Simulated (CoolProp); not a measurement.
Aqueous ethylene glycol as a coolant, at 10 °C, 1 atm.

Computed with CoolProp (Melinder's fits for secondary coolants).

| mass % | freezing point (°C) | conductivity (W/(m K)) | viscosity (mPa s) | Prandtl number | density (kg/m³) |
|---|---|---|---|---|---|
| 1.5 | -0.5 | 0.575 | 1.36 | 9.85 | 1001 |
| 7.2 | -2.3 | 0.551 | 1.57 | 11.6 | 1009 |
| 12.8 | -4.5 | 0.527 | 1.83 | 13.9 | 1016 |
| 18.4 | -7.1 | 0.503 | 2.15 | 16.7 | 1025 |
| 24 | -10.3 | 0.480 | 2.52 | 20.0 | 1033 |
| 29.7 | -14.3 | 0.457 | 2.96 | 23.9 | 1041 |
| 35.3 | -19.1 | 0.435 | 3.46 | 28.4 | 1050 |
| 40.9 | -24.8 | 0.414 | 4.05 | 33.8 | 1058 |
| 46.5 | -31.4 | 0.395 | 4.75 | 40.1 | 1065 |
